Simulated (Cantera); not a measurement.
A closed system holds: 1 mol PbO, 1.4 mol C, 0.67 mol N2, 0.38 mol CH4, equilibrated at 32.0 Pa.

These are equilibrium values from Cantera (NASA tables, ideal gas, pure condensed phases), not measurements of a reactor. Candidate condensed phases: C, C6H6, C7H8, C8H18, H2O, Pb, PbO, PbO2, Pb3O4; 139 gas species. Equilibrium is a limit: real reactors are often held back by kinetics, nucleation or transport. All values below are at 652 °C.

Base state: CO 0.408, H2 0.310, N2 0.273, Pb 0.00835, CO2 0.000160, H2O 6.02e-5 (mole fractions); condensed: C(graphite) + Pb(l).

What changes in the equilibrium state with this change: pressure from 32.0 Pa to 0.470 bar?


```json
[
 {"species": "N2", "before": "0.273", "after": "0.316"},
 {"species": "H2", "before": "0.310", "after": "0.290"},
 {"species": "CO", "before": "0.408", "after": "0.248"},
 {"species": "CO2", "before": "0.000160", "after": "0.0868"},
 {"species": "H2O", "before": "6.02e-5", "after": "0.0502"},
 {"species": "Pb", "before": "0.00835", "after": "5.68e-6"},
 {"species": "NH3", "before": "2.87e-8", "after": "4.11e-5"},
 {"species": "CH4", "before": "6.98e-6", "after": "0.00898"},
 {"species": "C(graphite), mol", "before": "0.781", "after": "1.05"},
 {"species": "Pb(l), mol", "before": "0.980", "after": "1.000"}
]
```
